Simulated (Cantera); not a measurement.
A freely propagating, adiabatic, planar premixed flame of CH4 : O2 : N2 = 1 : 1.67 : 5.67 (molar parts), unburnt at 350 K and 120 Torr; mixture-averaged transport, grid criteria slope 0.08 and curve 0.16, no radiation.

Model: GRI-Mech 3.0 (53 species, 325 reactions), integrated in Cantera. Burning velocities carry a grid error of a few per cent, more on coarse grids.

Question: What does this change do: inlet temperature 350 to 375 K?

Answer: 
```json
[
 {"quantity": "laminar burning velocity", "before": "79.8 cm/s", "after": "88.2 cm/s"},
 {"quantity": "thermal thickness", "before": "1.80 mm", "after": "1.77 mm"},
 {"quantity": "peak x(HO2)", "before": "0.000127", "after": "0.000130"},
 {"quantity": "peak x(HCO)", "before": "9.18e-5", "after": "9.49e-5"},
 {"quantity": "peak x(CH2O)", "before": "0.00109", "after": "0.00112"}
]
```

Question: What does this change do: O2 1.67 to 1.3 parts?

Answer: 
| quantity | before | after |
|---|---|---|
| laminar burning velocity | 79.8 cm/s | 15.5 cm/s |
| thermal thickness | 1.80 mm | 6.65 mm |
| peak x(HO2) | 0.000127 | 3.67e-5 |
| peak x(HCO) | 9.18e-5 | 6.88e-6 |
| peak x(CH2O) | 0.00109 | 0.000655 |
